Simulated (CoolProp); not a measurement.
Saturation properties of R1132(E) (Tc = 348.8 K, pc = 5.174 MPa, ω = 0.245).

Computed with CoolProp (reference Helmholtz-energy equation of state, Akasaka 2024).

```json
[
 {"T (K)": "266.8", "p (MPa)": "0.6666", "liquid density (kg/m³)": "1021", "vapour density (kg/m³)": "21.98", "liquid cp (kJ/(kg K))": "1.721"},
 {"T (K)": "272.7", "p (MPa)": "0.8049", "liquid density (kg/m³)": "1004", "vapour density (kg/m³)": "26.49", "liquid cp (kJ/(kg K))": "1.744"},
 {"T (K)": "278.5", "p (MPa)": "0.9607", "liquid density (kg/m³)": "985.4", "vapour density (kg/m³)": "31.63", "liquid cp (kJ/(kg K))": "1.773"},
 {"T (K)": "284.4", "p (MPa)": "1.141", "liquid density (kg/m³)": "966.0", "vapour density (kg/m³)": "37.70", "liquid cp (kJ/(kg K))": "1.807"},
 {"T (K)": "290.2", "p (MPa)": "1.342", "liquid density (kg/m³)": "945.9", "vapour density (kg/m³)": "44.62", "liquid cp (kJ/(kg K))": "1.848"},
 {"T (K)": "296.1", "p (MPa)": "1.571", "liquid density (kg/m³)": "924.3", "vapour density (kg/m³)": "52.80", "liquid cp (kJ/(kg K))": "1.899"},
 {"T (K)": "301.9", "p (MPa)": "1.824", "liquid density (kg/m³)": "901.7", "vapour density (kg/m³)": "62.15", "liquid cp (kJ/(kg K))": "1.962"},
 {"T (K)": "307.8", "p (MPa)": "2.111", "liquid density (kg/m³)": "877.0", "vapour density (kg/m³)": "73.30", "liquid cp (kJ/(kg K))": "2.041"},
 {"T (K)": "313.6", "p (MPa)": "2.424", "liquid density (kg/m³)": "850.7", "vapour density (kg/m³)": "86.25", "liquid cp (kJ/(kg K))": "2.142"},
 {"T (K)": "319.5", "p (MPa)": "2.778", "liquid density (kg/m³)": "821.3", "vapour density (kg/m³)": "102.0", "liquid cp (kJ/(kg K))": "2.281"},
 {"T (K)": "325.3", "p (MPa)": "3.161", "liquid density (kg/m³)": "789.2", "vapour density (kg/m³)": "120.9", "liquid cp (kJ/(kg K))": "2.476"},
 {"T (K)": "331.2", "p (MPa)": "3.592", "liquid density (kg/m³)": "751.6", "vapour density (kg/m³)": "145.0", "liquid cp (kJ/(kg K))": "2.790"},
 {"T (K)": "337", "p (MPa)": "4.058", "liquid density (kg/m³)": "707.4", "vapour density (kg/m³)": "176.4", "liquid cp (kJ/(kg K))": "3.378"}
]
```
